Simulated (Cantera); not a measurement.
## Adiabatic ignition

An adiabatic, constant-pressure homogeneous reactor starts with CH3OH : O2 : N2 : CO2 = 1 : 1.25 : 4.7 : 0.013 (molar parts), equivalence ratio 1.2, at 1750 K and 975 Torr.

Computed with Cantera and GRI-Mech 3.0 (53 species, 325 reactions). GRI-Mech 3.0 was tuned for natural gas; its chemistry of methanol as a main component is partial and can be far from experiment.

```
t (s)     T (K)  x CH3OH    x O2      x NO    x H2O2      x O
--------  -----  -------  ------  --------  --------  -------
4.00e-6    1750    0.141   0.178  3.21e-11   5.52e-5  7.66e-7
1.20e-5    1773    0.124   0.169  2.69e-10  0.000525  2.46e-6
3.59e-5    2419   <1e-12  0.0254   2.76e-5   2.55e-7   0.0166
0.000108   2735   <1e-12  0.0183  0.000432   2.78e-7  0.00925
0.000323   2837   <1e-12  0.0151   0.00214   3.60e-7  0.00686
0.000967   2833   <1e-12  0.0140   0.00575   3.45e-7  0.00644
0.00290    2829   <1e-12  0.0133   0.00815   3.35e-7  0.00618
0.00868    2829   <1e-12  0.0133   0.00828   3.34e-7  0.00617
0.0260     2829   <1e-12  0.0133   0.00828   3.34e-7  0.00617
0.0780     2829   <1e-12  0.0133   0.00828   3.34e-7  0.00617
0.234      2829   <1e-12  0.0133   0.00828   3.34e-7  0.00617
0.700      2829   <1e-12  0.0133   0.00828   3.34e-7  0.00617
```
x: mole fraction; the columns are a selection and need not sum to one.

```json
{
 "time_of_steepest_temperature_rise": "25.3 µs",
 "temperature at 0.700 s": "2829 K",
 "equilibrium_temperature": "2829 K",
 "x(CH3OH) at 0.700 s": "<1e-12 (gas-phase equilibrium <1e-12)",
 "x(O2) at 0.700 s": "0.0133 (gas-phase equilibrium 0.0133)",
 "x(NO) at 0.700 s": "0.00828 (gas-phase equilibrium 0.00828)"
}
```
